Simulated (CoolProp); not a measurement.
n-heptane at 298.15 K and 0.434 MPa is throttled through a valve to 0.0576 MPa with no heat exchange. Each further row changes one setting.

Computed with CoolProp (reference Helmholtz-energy equation of state, Span 2003). It is a short technical equation, of lower accuracy than the large ones.

| case | temperature change (K) |
|---|---|
| as stated | +0.2 |
| outlet pressure 0.0173 MPa | +0.2 |
| outlet pressure 0.0749 MPa | +0.1 |
